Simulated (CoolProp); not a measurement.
A Linde-Hampson liquefier for ethane: isothermal reversible compression at 320 K from 1 atm to 15 MPa, throttling to 1 atm, return gas leaving the recuperator 10 K below the feed. Each further row changes one setting.

Computed with CoolProp (reference Helmholtz-energy equation of state, Bücker 2006).

```json
[
 {"case": "as stated", "liquid yield per pass": "___", "compression work (kJ/kg of gas)": "353"},
 {"case": "high pressure 30 MPa", "liquid yield per pass": "___", "compression work (kJ/kg of gas)": "___"},
 {"case": "warm-end temperature 350 K", "liquid yield per pass": "___", "compression work (kJ/kg of gas)": "___"},
 {"case": "warm-end gap 15 K", "liquid yield per pass": "___", "compression work (kJ/kg of gas)": "353"}
]
```

Question: Fill in the missing entries.

Answer: 
- as stated, liquid yield per pass: 0.443
- high pressure 30 MPa, liquid yield per pass: 0.453
- high pressure 30 MPa, compression work (kJ/kg of gas): 390
- warm-end temperature 350 K, liquid yield per pass: 0.342
- warm-end temperature 350 K, compression work (kJ/kg of gas): 414
- warm-end gap 15 K, liquid yield per pass: 0.435
